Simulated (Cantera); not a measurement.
A closed system holds: 1 mol V, 0.054 mol H2O, 76 mol N2, 0.18 mol N2O, at 1750 K and 10000 Pa.

Method: chemical equilibrium by Gibbs-energy minimisation in Cantera with the NASA 1993 tables (ideal gas, pure condensed phases). Candidate condensed phases: H2O, V, VN, VO, V2O3, V2O4, V2O5; 28 gas species. Mutual solubility and eutectic melting of coexisting phases are not modelled. VN, VO: taken at fixed stoichiometry. Condensed phases not in the tables: solid solutions among these carbides, nitrides and lower oxides, V2N. Rates play no part.

### Question
What is the equilibrium state?

### Answer
* **x(N2)**: 0.999
* **x(H2)**: 0.000700
* **x(H)**: 1.95e-5
* **x(H2O)**: 2.52e-6
* **n(VN(s))**: 0.766 mol
* **n(VO(s))**: 0.234 mol
* **gas amount**: 75.85 mol
* **log10 activity of V(s) (absent)**: -1.63
* **log10 activity of V2O5(l) (absent)**: -11.50
